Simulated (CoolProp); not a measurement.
A simple Rankine cycle with chloromethane (R40): condensing at 298.15 K, boiler at 4.22 MPa, turbine inlet 392.9 K, turbine efficiency 0.65, pump efficiency 0.6, no recuperator. Each further row changes one setting.

Computed with CoolProp (reference Helmholtz-energy equation of state, Thol 2014).

| case | thermal efficiency (%) | net work (kJ/kg) | heat in (kJ/kg) | turbine exit temperature (K) | volume ratio over the turbine |
|---|---|---|---|---|---|
| as stated | 11.5 | 44.1 | 385 | 298.1 | 7.16 |
| turbine inlet 412.9 K | 11.9 | 50.3 | 421 | 298.1 | 6.52 |
| condensing temperature 290.15 K | 12.5 | 49.7 | 398 | 290.2 | 8.97 |
| boiler pressure 2.95 MPa | 10.4 | 43.7 | 421 | 301.7 | 4.55 |
| turbine efficiency 0.55 | 9.4 | 36.3 | 385 | 298.1 | 7.32 |

The expansion ends wet for: as stated; turbine inlet 412.9 K; condensing temperature 290.15 K; turbine efficiency 0.55.
